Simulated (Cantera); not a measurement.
Feed: 1 mol TiO₂, 2.8 mol MgCl₂, 0.28 mol O₂, held at 1 atm.

Method: chemical equilibrium by Gibbs-energy minimisation in Cantera with the NASA 1993 tables (ideal gas, pure condensed phases). Candidate condensed phases: Mg, MgCl₂, MgO, MgTiO₃, MgTi₂O₅, Mg₂TiO₄, Ti, TiCl₂, TiCl₃, TiCl₄, TiO, TiO₂, Ti₂O₃, Ti₃O₅, Ti₄O₇; 20 gas species. Condensed phases not in the tables: alloys, solid solutions and most ternary compounds. Rates play no part.

Problem. At 2250 K, list the 5 most abundant gas species with their mole fractions, and the condensed phases.

Solution. MgCl₂ 0.710, Cl 0.253, Cl₂ 0.0218, O₂ 0.0116, TiCl₄ 0.00134. Condensed: MgTi₂O₅(l).
